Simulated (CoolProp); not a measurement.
Vapour-liquid equilibrium of trans-2-butene (1) + acetone (2) at 423 kPa; x and y are mole fractions of (1).

The numbers come from the multi-fluid Helmholtz-energy mixture model, Lemmon 2005 and Lemmon 2006; pair parameters Bell 2016 in CoolProp.

| x | bubble temperature (K) | y at the bubble point | dew temperature at overall composition x (K) | liquid density (mol/L) |
|---|---|---|---|---|
| 0.05 | 366.8 | 0.268 | 376.2 | 11.90 |
| 0.2 | 343.8 | 0.656 | 369.9 | 11.86 |
| 0.35 | 332.8 | 0.783 | … | 11.58 |
| 0.5 | 327.4 | 0.838 | 354.4 | 11.22 |
| 0.65 | 324.2 | 0.874 | … | … |
| 0.8 | 321.5 | 0.912 | … | 10.54 |
| 0.95 | 319.0 | 0.971 | 319.7 | 10.29 |

Problem. What belongs in the gaps?

Solution. 
- 0.35, dew temperature at overall composition x (K): 362.8
- 0.65, dew temperature at overall composition x (K): 344.3
- 0.65, liquid density (mol/L): 10.86
- 0.8, dew temperature at overall composition x (K): 331.1

No azeotrope shows between x = 0.05 and 0.95.

The pair parameters rest on a limited set of measurements; away from them the model extrapolates.
